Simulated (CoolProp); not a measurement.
Saturation properties of carbonyl sulfide (Tc = 105.6 °C, pc = 6.369 MPa, ω = 0.098).

Computed with CoolProp (reference Helmholtz-energy equation of state, Lemmon 2006). It is a short technical equation, of lower accuracy than the large ones.

```
T (°C)  p (MPa)  enthalpy of vaporisation (kJ/kg)  vapour Z  surface tension (mN/m)
------  -------  --------------------------------  --------  ----------------------
10.55    0.8790                             260.3    0.8728                    10.4
17.15     1.049                             253.6    0.8562                    9.36
23.75     1.242                             246.5    0.8384                    8.40
30.45     1.463                             238.8    0.8188                    7.45
37.05     1.708                             230.7    0.7980                    6.54
43.65     1.980                             222.0    0.7755                    5.67
50.35     2.288                             212.5    0.7508                    4.83
56.95     2.623                             202.3    0.7244                    4.04
63.55     2.993                             191.1    0.6956                    3.29
70.25     3.406                             178.6    0.6634                    2.58
76.85     3.852                             164.6    0.6280                    1.93
```

It boils at -50.2 °C under 1 atm.

Surface tension comes from a separate correlation (Mulero 2012).
